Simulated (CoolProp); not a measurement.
A single-stage vapour-compression cycle with the fluid: evaporating at 201.15 K (dew point), condensing at 225.15 K (bubble point), superheat 0 K, subcooling 0 K, compressor efficiency 0.85, no pressure losses. The same conditions are run with several fluids, on thermodynamics alone (safety and materials aside).

Model: reference Helmholtz-energy equation of state of each fluid (R22: Kamei 1995; C3F8 (R218): Lemmon 2006; ethane: Bücker 2006; CH3F (R41): Lemmon 2006; propylene: Lemmon 2013; ethylene: Smukala 2000), in CoolProp.

```json
[
 {"fluid": "R22", "cooling COP": "6.46", "pressure ratio": "3.97", "discharge temperature (K)": "263.8", "refrigerating effect (kJ/kg)": "227", "volumetric capacity (kJ/m³)": "213"},
 {"fluid": "C3F8 (R218)", "cooling COP": "6.33", "pressure ratio": "4.03", "discharge temperature (K)": "226.0", "refrigerating effect (kJ/kg)": "94.8", "volumetric capacity (kJ/m³)": "159"},
 {"fluid": "ethane", "cooling COP": "6.35", "pressure ratio": "2.59", "discharge temperature (K)": "248.8", "refrigerating effect (kJ/kg)": "404", "volumetric capacity (kJ/m³)": "1770"},
 {"fluid": "CH3F (R41)", "cooling COP": "6.32", "pressure ratio": "2.97", "discharge temperature (K)": "267.9", "refrigerating effect (kJ/kg)": "428", "volumetric capacity (kJ/m³)": "1310"},
 {"fluid": "propylene", "cooling COP": "6.53", "pressure ratio": "3.48", "discharge temperature (K)": "252.2", "refrigerating effect (kJ/kg)": "413", "volumetric capacity (kJ/m³)": "302"},
 {"fluid": "ethylene", "cooling COP": "6.12", "pressure ratio": "2.37", "discharge temperature (K)": "253.2", "refrigerating effect (kJ/kg)": "367", "volumetric capacity (kJ/m³)": "3260"}
]
```
